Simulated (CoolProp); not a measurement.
Vapour-liquid equilibrium of propylene (1) + dimethyl ether (2) at 0.207 MPa; x and y are mole fractions of (1).

Computed with CoolProp (multi-fluid Helmholtz-energy mixture model, Lemmon 2013 and Wu 2011; pair parameters Bell 2016).

Question: Give the bubble temperature and the first vapour's composition at x = 0.05, 0.5, 0.875. Is there an azeotrope?

Answer: x = 0.05: 263.9 K, y = 0.122; x = 0.5: 250.4 K, y = 0.707; x = 0.875: 244.2 K, y = 0.933. No azeotrope shows between x = 0.05 and 0.95.

The pair parameters rest on a limited set of measurements; away from them the model extrapolates.
